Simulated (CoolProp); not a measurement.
The numbers come from the reference Helmholtz-energy equation of state, Outcalt 1996 in CoolProp. It is a modified Benedict-Webb-Rubin equation, recast in Helmholtz form.

**Question.** Give the vapour pressure (MPa), vapour density (kg/m³), enthalpy of vaporisation (kJ/kg), liquid cp (kJ/(kg K)) of saturated R152A at 251.9, 331.4 K.

**Answer.** 
```
T (K)  p (MPa)  vapour density (kg/m³)  enthalpy of vaporisation (kJ/kg)  liquid cp (kJ/(kg K))
-----  -------  ----------------------  --------------------------------  ---------------------
251.9    0.114                    3.78                               327                   1.63
331.4     1.44                    46.1                               232                   2.03
```
